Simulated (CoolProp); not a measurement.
Properties of p-xylene along the isobar 0.101 MPa (Tc = 616.2 K, pc = 3.532 MPa, ω = 0.324).

Values from CoolProp's reference Helmholtz-energy equation of state, Zhou 2012.

```csv
T (K),phase,Z,cv (kJ/(kg K)),speed of sound (m/s),Joule-Thomson coefficient (K/MPa),isothermal compressibility (1/MPa),conductivity (mW/(m K))
460.6,gas,0.9700,1.722,189.0,22.66,10.22,25.6
466.4,gas,0.9714,1.740,190.4,21.48,10.20,26.3
472.3,gas,0.9727,1.758,191.8,20.36,10.19,26.9
478.2,gas,0.9740,1.777,193.1,19.31,10.17,27.6
484.1,gas,0.9751,1.795,194.5,18.34,10.16,28.3
490,gas,0.9762,1.813,195.8,17.44,10.15,28.9
495.9,gas,0.9772,1.830,197.1,16.60,10.14,29.6
501.8,gas,0.9782,1.848,198.4,15.81,10.13,30.3
507.7,gas,0.9791,1.866,199.7,15.08,10.12,30.9
513.6,gas,0.9799,1.883,201.0,14.39,10.11,31.6
519.5,gas,0.9807,1.900,202.2,13.75,10.10,32.3
525.4,gas,0.9815,1.917,203.5,13.16,10.09,33.0
531.3,gas,0.9822,1.934,204.7,12.60,10.08,33.7
```

Thermal conductivity comes from a separate model (Mylona 2014).
